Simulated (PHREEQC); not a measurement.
Dissolve 2.4 mmol/kgw HF, 1.8 mmol/kgw KF, 140 mmol/kgw H2SiF6 and 31 mmol/kgw HCl at 25 °C. Closed to the air; pH follows from the charge balance.

The numbers come from PHREEQC with the ion-association model, phreeqc.dat.

| quantity | before | after |
|---|---|---|
| pH | 0.63 | 0.64 |
| ionic strength (mol/kgw) | 0.447 | 0.439 |
| HF (mol/kgw) | 0.0127 | 0.0282 |
| H4SiO4 (mol/kgw) | 0.00143 | 0.00401 |
| F- (mol/kgw) | 6.23e-5 | 8.17e-5 |
| HF2- (mol/kgw) | 2.96e-6 | 9.76e-6 |
| SI of SiO2(a) (SiO2) | -0.08 | +0.14 |

Q: Which change was made?
(A) diluted 2-fold with water
(B) HF from 0.0024 to 0.00024 mol/kgw
(C) HF from 0.0024 to 0.00264 mol/kgw
(D) temperature from 25 to 55 °C

A: D, temperature from 25 to 55 °C

This is a speciation only: nothing precipitates in the calculation. Some of these states are supersaturated (in Quartz (slow to form), Chalcedony (slow to form), SiO2(a), for instance). Away from 25 °C the constants follow the database's enthalpies or fits; those with neither stay at their 25 °C values. SiF6-2 is the database's only silicon fluoride.
